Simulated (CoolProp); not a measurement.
Isopentane along the isotherm 223.05 °C: fugacity coefficient from the reference equation and from simpler models built on Tc = 187.2 °C, pc = 3.378 MPa, ω = 0.227; each cubic takes its own stable root.

The numbers come from the reference Helmholtz-energy equation of state, Lemmon 2006 in CoolProp. It is a short technical equation, of lower accuracy than the large ones.

| p (MPa) | phase | reference | van der Waals | Redlich-Kwong | Soave-Redlich-Kwong | Peng-Robinson |
|---|---|---|---|---|---|---|
| 4.22 | supercritical | 0.6835 | 0.6894 | 0.6770 | 0.6904 | 0.6638 |
| 8.45 | supercritical | … | 0.4692 | 0.4548 | 0.4746 | 0.4461 |
| 12.7 | supercritical | 0.3641 | 0.3991 | 0.3722 | 0.3908 | 0.3603 |
| 16.9 | supercritical | 0.3249 | 0.3754 | … | 0.3540 | 0.3207 |
| 21.1 | supercritical | 0.3063 | 0.3723 | 0.3195 | 0.3374 | 0.3006 |
| 25.3 | supercritical | 0.2988 | 0.3816 | 0.3138 | 0.3320 | 0.2910 |
| 29.6 | supercritical | 0.2985 | 0.4004 | 0.3151 | 0.3339 | 0.2881 |
| 33.8 | supercritical | 0.3033 | … | 0.3214 | 0.3411 | 0.2899 |

Problem. Some entries are withheld; supply them.

Solution. 
- 8.45, reference: 0.4526
- 16.9, Redlich-Kwong: 0.3360
- 33.8, van der Waals: 0.4266
